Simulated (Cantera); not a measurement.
Charge: 1 mol C6H6, 4.9 mol CO2, 85 mol H2, 1.3 mol O2, equilibrated at 300 °C and 15000 Pa.

These are equilibrium values from Cantera (NASA tables, ideal gas, pure condensed phases), not measurements of a reactor. Candidate condensed phases: C, C6H6, C7H8, C8H18, H2O; 110 gas species. Kinetics and transport are ignored.

Base state: H2 0.698, H2O 0.161, CH4 0.141 (mole fractions); condensed: gas only.

What changes in the equilibrium state with this change: O2 from 1.3 to 0.019 mol?


```tsv
species	before	after
H2	0.698	0.731
CH4	0.141	0.141
H2O	0.161	0.128
```

What changes in the equilibrium state with this change: CO2 from 4.9 to 0.52 mol?


| species | before | after |
|---|---|---|
| H2 | 0.698 | 0.875 |
| CH4 | 0.141 | 0.0800 |
| H2O | 0.161 | 0.0447 |

What changes in the equilibrium state with this change: CO2 from 4.9 to 0.6 mol?


```json
[
 {"species": "H2", "before": "0.698", "after": "0.872"},
 {"species": "CH4", "before": "0.141", "after": "0.0811"},
 {"species": "H2O", "before": "0.161", "after": "0.0467"}
]
```
